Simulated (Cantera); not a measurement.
Charge: 1 mol PbO, 1.2 mol O2, 3.5 mol H2, equilibrated at 623 K and 0.00640 bar.

Method: chemical equilibrium by Gibbs-energy minimisation in Cantera with the NASA 1993 tables (ideal gas, pure condensed phases). Candidate condensed phases: H2O, Pb, PbO, PbO2, Pb3O4; 12 gas species. Kinetics and transport are ignored.

Base state: H2O 0.971, H2 0.0286 (mole fractions); condensed: Pb(l).

Task: What changes in the equilibrium state with this change: O2 from 1.2 to 0.084 mol?

Result: 
```tsv
species	before	after
H2	0.0286	0.666
H2O	0.971	0.334
Pb(l), mol	1.00	1.00
```

Task: What changes in the equilibrium state with this change: PbO replaced by HgO?

Result: 
```tsv
species	before	after
H2O	0.971	0.756
Hg	0	0.222
H2	0.0286	0.0222
Pb(l), mol	1.00	0
```
Further candidate phases: Hg, HgO.
